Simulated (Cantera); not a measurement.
# Ammonia decomposition in nitride growth gas

An isothermal, constant-pressure homogeneous reactor starts with NH3 : H2 = 1 : 1.2 (molar parts), at 1775 K and 100.0 Torr.

Cantera simulation using the gas-phase N/H chemistry of the illustrative SiF4/NH3 mechanism in the Surface Chemkin manual (1991); the numbers are that mechanism's predictions, not measurements. Walls and surfaces, which speed up NH3 decomposition in real reactors, are not modelled.

| t (s) | x NH3 | x H2 | x N | x N2H2 | x N2 | x N2H4 | x NH |
|---|---|---|---|---|---|---|---|
| 0.000400 | 0.455 | 0.545 | 8.30e-11 | 4.65e-9 | 1.59e-8 | 2.37e-10 | 2.02e-8 |
| 0.000972 | 0.454 | 0.545 | 1.19e-9 | 3.18e-8 | 3.91e-7 | 1.40e-9 | 1.19e-7 |
| 0.00236 | 0.454 | 0.545 | 1.46e-8 | 2.09e-7 | 7.69e-6 | 7.59e-9 | 6.35e-7 |
| 0.00574 | 0.454 | 0.546 | 7.55e-8 | 7.69e-7 | 0.000102 | 2.32e-8 | 1.92e-6 |
| 0.0140 | 0.453 | 0.546 | 9.60e-8 | 9.32e-7 | 0.000513 | 2.73e-8 | 2.25e-6 |
| 0.0339 | 0.450 | 0.548 | 9.62e-8 | 9.24e-7 | 0.00155 | 2.71e-8 | 2.25e-6 |
| 0.0825 | 0.443 | 0.553 | 9.65e-8 | 9.03e-7 | 0.00402 | 2.65e-8 | 2.24e-6 |
| 0.201 | 0.426 | 0.564 | 9.71e-8 | 8.55e-7 | 0.00980 | 2.52e-8 | 2.22e-6 |
| 0.487 | 0.388 | 0.589 | 9.85e-8 | 7.53e-7 | 0.0226 | 2.24e-8 | 2.16e-6 |
| 1.18 | 0.315 | 0.637 | 1.01e-7 | 5.65e-7 | 0.0480 | 1.70e-8 | 2.04e-6 |
| 2.88 | 0.199 | 0.713 | 1.04e-7 | 3.10e-7 | 0.0877 | 9.23e-9 | 1.77e-6 |
| 7.00 | 0.0803 | 0.791 | 1.01e-7 | 9.66e-8 | 0.129 | 2.66e-9 | 1.28e-6 |
x: mole fraction; the columns are a selection and need not sum to one.

Equilibrium at this temperature and pressure: NH3 1.24e-6, H2 0.843, N 2.51e-11, N2H2 <1e-12, N2 0.156, N2H4 <1e-12, NH 1.25e-10 (gas phase only).
